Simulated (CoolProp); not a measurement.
Vapour-liquid equilibrium of chloromethane (R40) (1) + isobutene (2) at 30.65 °C; x and y are mole fractions of (1).

Values from CoolProp's multi-fluid Helmholtz-energy mixture model, Thol 2014 and Lemmon 2005; pair parameters Bell 2016.

**Question.** Give the bubble pressure and the first vapour's composition at x = 0.35, 0.425, 0.725. Is there an azeotrope?

**Answer.** x = 0.35: 4.976 bar, y = 0.495; x = 0.425: 5.215 bar, y = 0.566; x = 0.725: 6.074 bar, y = 0.806. No azeotrope shows between x = 0.05 and 0.95.

The pair parameters rest on a limited set of measurements; away from them the model extrapolates.
